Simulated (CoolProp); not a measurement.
Vapour-liquid equilibrium of propylene (1) + dimethyl ether (2) at 0.0569 bar; x and y are mole fractions of (1).

Model: multi-fluid Helmholtz-energy mixture model, Lemmon 2013 and Wu 2011; pair parameters Bell 2016, in CoolProp.

```csv
x,bubble temperature (K),y at the bubble point,dew temperature at overall composition x (K),liquid density (mol/L)
0.05,194.8,0.235,197.1,17.36
0.125,191.4,0.458,196.2,17.28
0.2,188.8,0.596,195.3,17.18
0.275,186.7,0.687,194.2,17.07
0.35,185.1,0.751,193.1,16.95
0.425,183.7,0.799,191.9,16.82
0.5,182.6,0.837,190.6,16.69
0.575,181.6,0.868,189.2,16.56
0.65,180.8,0.895,187.6,16.43
0.725,180.0,0.919,185.8,16.30
0.8,179.3,0.941,183.7,16.17
0.875,178.6,0.963,181.4,16.05
0.95,177.9,0.985,179.0,15.92
```

No azeotrope shows between x = 0.05 and 0.95.

The pair parameters rest on a limited set of measurements; away from them the model extrapolates.
